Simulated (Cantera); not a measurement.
Feed: 1 mol C3H6, 0.03 mol H2O, 5.1 mol N2, equilibrated at 63000 Pa.

Equilibrium computed with Cantera from the NASA thermochemical tables; the gas is ideal and each condensed phase is pure. Candidate condensed phases: C, C6H6, C7H8, C8H18, H2O; 136 gas species. Equilibrium is a limit: real reactors are often held back by kinetics, nucleation or transport.

Over these rows the condensed part is C(graphite). Partial pressures as log10 of bar:

| T (K) | 1000/T (1/K) | log p C2H2 (acetylene) | log p N2 | log p H2 |
|---|---|---|---|---|
| 1373 | 0.7283 | -6.39 | -0.40 | -0.63 |
| 1573 | 0.6357 | -5.32 | -0.41 | -0.63 |
| 1773 | 0.5640 | -4.49 | -0.41 | -0.63 |
| 1973 | 0.5068 | -3.83 | -0.41 | -0.64 |
| 2173 | 0.4602 | -3.30 | -0.41 | -0.64 |
| 2373 | 0.4214 | ? | -0.42 | -0.66 |

Problem. Fit log p(C2H2 (acetylene)) = a + b·(1000/T) to the five rows, give the apparent enthalpy, and predict the row at 2373 K.

Solution. Means: 1000/T = 0.5790, log p = -4.666. Sxy = -0.519755, Sxx = 0.0450567, so b = -11.54 and a = -4.666 − (-11.54)×0.5790 = 2.02.
Apparent enthalpy: −19.145 × (-11.54) = 221 kJ/mol. With the condensed phases at unit activity, 2 C(graphite) + H2(g) = C2H2 (acetylene)(g) links this pressure to the main gases: over the six rows their terms move log p by -0.03 in all, so the slope is close to that reaction's ΔH°. The five rows lie within 0.01 of the line.
Prediction at 2373 K: 2.02 + (-11.54)×0.4214 = -2.84. The computed value is -2.87, 0.03 from the line.
